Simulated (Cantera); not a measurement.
Charge: 1 mol CaCO3, 0.14 mol C, 0.063 mol H2, 0.54 mol CO2, equilibrated at 1925 K.

Cantera equilibrium calculation (NASA polynomials, part measured and part estimated; ideal gas, pure solids and liquids). Candidate condensed phases: C, C6H6, C7H8, C8H18, Ca, CaCO3, CaO, Ca(OH)2, H2O; 115 gas species. The numbers say what is thermodynamically allowed, not how fast it happens.

Q: At 1.80 mbar, list the 6 most abundant gas species with their mole fractions, and the condensed phases.

A: CO2 0.757, CO 0.202, H2O 0.0327, O2 0.00371, H2 0.00203, OH 0.00141. Condensed: CaO(s).
